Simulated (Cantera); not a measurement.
Input: 1 mol SiHCl₃, 420 mol H₂, 0.06 mol C₂H₄, equilibrated at 1098 K and 950 Pa.

These are equilibrium values from Cantera (NASA tables, ideal gas, pure condensed phases), not measurements of a reactor. Mutual solubility and eutectic melting of coexisting phases are not modelled. The numbers say what is thermodynamically allowed, not how fast it happens.

| species | before | after |
|---|---|---|
| H₂ | 0.993 | 0.918 |
| H | 2.53e-7 | 0.0730 |
| HCl | 0.00684 | 0.00644 |
| Si | <1e-9 | 0.00214 |
| Cl | 1.56e-9 | 0.000371 |
| C₂H₂ (acetylene) | <1e-9 | 0.000122 |
| SiH | <1e-9 | 8.04e-5 |
| SiCl | <1e-9 | 1.43e-5 |
| SiHCl₃ | 1.02e-5 | <1e-9 |
| SiH₂ | 1.25e-9 | 1.18e-5 |
| Si(s), mol | 0.830 | 0 |
| SiC(s), mol | 0.120 | 0 |
Gas species are given as mole fractions.

Question: Which change was made?
A) SiHCl₃ replaced by SiH₂Cl₂
B) H₂ from 420 to 30 mol
C) SiHCl₃ replaced by CH₃SiCl₃
D) temperature from 1098 K to 2250 K

Answer: D, temperature from 1098 K to 2250 K. The tables' values for SiCl are old estimates; treat these amounts as uncertain. Gases not in the tables: Si₂H₆ and higher silanes
